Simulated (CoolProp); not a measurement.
A simple Rankine cycle with trans-2-butene: condensing at 295.15 K, boiler at 3.23 MPa, turbine inlet 524 K, turbine efficiency 0.8, pump efficiency 0.7, no recuperator. Each further row changes one setting.

Values from CoolProp's reference Helmholtz-energy equation of state, Lemmon 2005. It is a short technical equation, of lower accuracy than the large ones.

```tsv
case	thermal efficiency (%)	net work (kJ/kg)	heat in (kJ/kg)	turbine exit temperature (K)	volume ratio over the turbine
as stated	17.0	135	796	442.7	14.8
condensing temperature 287.15 K	18.2	148	814	436.0	19.1
boiler pressure 2.26 MPa	15.2	123	812	455.8	10.2
turbine efficiency 0.7	14.7	117	796	451.0	15.1
```
